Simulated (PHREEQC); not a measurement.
Make-up at 25 °C: 0.0034 mol/kgw CuSO4 and 0.04 mol/kgw HNO3. Closed to the air; pH follows from the charge balance.

Model: ion-association model, wateq4f.dat, run in PHREEQC.

Precipitation was switched off in this run.

### Question
Predict the pH, ionic strength.

### Answer
pH 1.49; ionic strength 0.0488 mol/kgw.

### Question
In which forms is Cu present?

### Answer
Cu+2 95 %, CuSO4 5.0 % of the Cu.
